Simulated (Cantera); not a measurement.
Silicon carbide growth: CH₃SiCl₃ + C₃H₈ + H₂

Charge: 1 mol CH₃SiCl₃, 0.21 mol C₃H₈, 100 mol H₂, at 2027 °C.

These are equilibrium values from Cantera (NASA tables, ideal gas, pure condensed phases), not measurements of a reactor. Candidate condensed phases: C, C₆H₆, C₇H₈, C₈H₁₈, Si, SiC; 109 gas species. The feed counts by its element totals alone. The tables' values for SiCl are old estimates; treat these amounts as uncertain. Gases not in the tables: Si₂H₆ and higher silanes. Rates play no part.

```
P (Pa)   x H₂      x H   x HCl      x Si  n C(graphite)  n SiC(s)
------  -----  -------  ------  --------  -------------  --------
100     0.707    0.257  0.0197   0.00712          0.629         0
320     0.808    0.154  0.0231   0.00730          0.582         0
1000    0.870   0.0903  0.0251   0.00700          0.550         0
3200    0.911   0.0516  0.0263   0.00418          0.278     0.340
10000   0.936   0.0296  0.0273   0.00137              0     0.756
32000   0.951   0.0167  0.0278  0.000460              0     0.891
100000  0.958  0.00947  0.0280  0.000153              0     0.938
```
x: gas mole fraction; n: condensed amount in mol.

From 1.00 mbar to 10.0 mbar the condensed part is C(graphite). At 32.0 mbar the condensed part is C(graphite) + SiC(s). From 0.100 bar to 1.00 bar the condensed part is SiC(s). The main Si-bearing gas is Si at 1.00 mbar and SiCl₂ at 1.00 bar.
